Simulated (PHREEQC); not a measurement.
A column of 0.5 m (40 cells, dispersivity 0.025 m, 60 s a shift, diffusion coefficient 3e-10 m²/s) holds 0.2 eq of the database's cation exchanger X per kg of pore water, first in equilibrium with 1.2 mmol/kgw KCl, 17 mmol/kgw (NH4)2SO4 and 0.01 mmol/kgw HCl. It is flushed with 10 mmol/kgw MnCl2, 38 mmol/kgw LiCl, 48 mmol/kgw Na2SO4 and 0.01 mmol/kgw HCl, at 15 °C. Values are for the last cell. CO2 from the air is kept out. Nothing may precipitate in this run.

Model: ion-association model, phreeqc.dat, run in PHREEQC.

Question: Predict Na in solution (mol/kgw), Li in solution (mol/kgw), Mn in solution (mol/kgw), NH4 in solution (mol/kgw) at pore volumes = 0.9125, 2.263, 3.163, 4.362.

Answer: 
| pore volumes | Na in solution (mol/kgw) | Li in solution (mol/kgw) | Mn in solution (mol/kgw) | NH4 in solution (mol/kgw) |
|---|---|---|---|---|
| 0.9125 | 0.00457 | 0.00288 | 2.62e-7 | 0.0778 |
| 2.263 | 0.0704 | 0.0302 | 0.000516 | 0.0501 |
| 3.163 | 0.0852 | 0.0349 | 0.00110 | 0.0303 |
| 4.362 | 0.0939 | 0.0375 | 0.00271 | 0.0162 |

Complexes and solids missing from the database can't appear.
